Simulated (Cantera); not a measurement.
A perfectly stirred reactor is fed with H2 : O2 : N2 = 0.11 : 1 : 0.22 (molar parts), equivalence ratio 0.055, at 20.0 Torr; it is held at 1075 K, and followed from long to short residence time.

Model: the H2/O2 subset of GRI-Mech 3.0, which has no nitrogen chemistry, integrated in Cantera. Radical loss at walls, strong at low pressure, is not modelled. The temperature is held fixed by assumption; the heat of reaction is taken as removed at once.

Question: What does this change do: temperature 1075 to 975 K?

Answer: 
```json
[
 {"quantity": "x(H2) at τ = 0.700 s", "before": "0.000410", "after": "0.000857"},
 {"quantity": "x(O2) at τ = 0.700 s", "before": "0.740", "after": "0.741"},
 {"quantity": "x(HO2) at τ = 0.700 s", "before": "4.86e-6", "after": "7.19e-6"},
 {"quantity": "x(H2O2) at τ = 0.700 s", "before": "2.67e-7", "after": "3.06e-7"},
 {"quantity": "x(H2O) at τ = 0.700 s", "before": "0.0854", "after": "0.0851"},
 {"quantity": "x(H2) at τ = 36.0 ms", "before": "0.00228", "after": "0.00440"},
 {"quantity": "x(O2) at τ = 36.0 ms", "before": "0.735", "after": "0.738"},
 {"quantity": "x(HO2) at τ = 36.0 ms", "before": "1.04e-5", "after": "1.46e-5"},
 {"quantity": "x(H2O2) at τ = 36.0 ms", "before": "4.22e-7", "after": "5.32e-7"},
 {"quantity": "x(H2O) at τ = 36.0 ms", "before": "0.0817", "after": "0.0802"}
]
```
